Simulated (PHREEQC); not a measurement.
Solution (25 °C): 110 mmol/kgw HF, 35 mmol/kgw NaF and 0.49 mmol/kgw H4SiO4. Closed to the air; pH follows from the charge balance.

Equilibrium calculation in PHREEQC: ion-association model, wateq4f.dat.

This is a speciation only: nothing precipitates in the calculation.

Task: Estimate the pH, ionic strength.

Result: pH 2.69; ionic strength 0.0375 mol/kgw.

Task: In which forms is F present?

Result: HF 49 %, F- 19 %, H2F2 18 %, HF2- 11 %, SiF6-2 2.0 % of the F.

Species that the database lacks are ignored. wateq4f.dat counts part of the HF as a dimer, H2F2, which phreeqc.dat doesn't know; its constant is uncertain. SiF6-2 is the database's only silicon fluoride.
